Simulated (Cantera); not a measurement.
Input: 1 mol SiHCl₃, 17 mol N₂, held at 750 °C and 10000 Pa.

Equilibrium computed with Cantera from the NASA thermochemical tables; the gas is ideal and each condensed phase is pure. Candidate condensed phases: NH₄Cl, Si, Si₃N₄; 28 gas species. N₂ is the only nitrogen source here; it is nearly inert below about 1500 K, so the nitride shown seldom forms there in practice. The tables' values for SiCl₃ are old estimates; treat these amounts as uncertain. Rates play no part.

Base state: N₂ 0.920, HCl 0.0460, SiCl₄ 0.0298, H₂ 0.00451, SiCl₃ 2.70e-5, SiHCl₃ 2.47e-5 (mole fractions); condensed: Si₃N₄(s).

Question: What changes in the equilibrium state with this change: SiHCl₃ replaced by SiCl₄?

Answer: 
```csv
species,before,after
N₂,0.920,0.944
SiCl₄,0.0298,0.0556
SiCl₃,2.70e-5,7.56e-7
HCl,0.0460,0
H₂,0.00451,0
SiHCl₃,2.47e-5,0
"Si₃N₄(s), mol",0.153,0
```
